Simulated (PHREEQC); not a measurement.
A made-up water analysis in mg/L, 25 °C, pH 5.62, pe 8.9: Na 0.0638; K 4.68e-05; Ca 0.0446; Mg 0.0294; Cl 0.0261; S(6) as SO4 0.0537; Alkalinity as HCO3 0.276; N(5) as NO3 0.000338; Li 0.000854.

Cl is adjusted to close the charge balance.
Valence states are taken as typed.

Equilibrium calculation in PHREEQC: ion-association model, phreeqc.dat.

The ionic strength is 1.28e-5 mol/kgw.

```tsv
species	molality	activity	log γ
CO2	3.72e-5	3.72e-5	0.000
HCO3-	6.93e-6	6.90e-6	-0.002
Na+	2.78e-6	2.76e-6	-0.002
H+	2.41e-6	2.40e-6	-0.002
Cl-	1.90e-6	1.89e-6	-0.002
Mg+2	1.21e-6	1.19e-6	-0.007
```

No solid was allowed to form.
